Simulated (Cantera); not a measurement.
Input: 1 mol PbO, 0.58 mol C, 14 mol H₂, equilibrated at 0.100 bar.

Cantera equilibrium calculation (NASA polynomials, part measured and part estimated; ideal gas, pure solids and liquids). Candidate condensed phases: C, C₆H₆, C₇H₈, C₈H₁₈, H₂O, Pb, PbO, PbO₂, Pb₃O₄; 113 gas species. Rates play no part.

**Question.** Which condensed phases are stable at each of these points (T (K)): 975, 1025, 1075, 1125, 1175, 1225, 1275, 1325, 1375, 1425, 1475, 1525?

**Answer.** 
```tsv
T (K)	condensed phases	Pb condensed (%)
975	Pb(l)	99.9
1025	Pb(l)	99.6
1075	Pb(l)	98.9
1125	Pb(l)	97.2
1175	Pb(l)	93.6
1225	Pb(l)	86.2
1275	Pb(l)	72.0
1325	Pb(l)	45.5
1375	gas only	0.0
1425	gas only	0.0
1475	gas only	0.0
1525	gas only	0.0
```

From 975 K to 1325 K the condensed part is Pb(l). From 1375 K to 1525 K nothing is condensed.
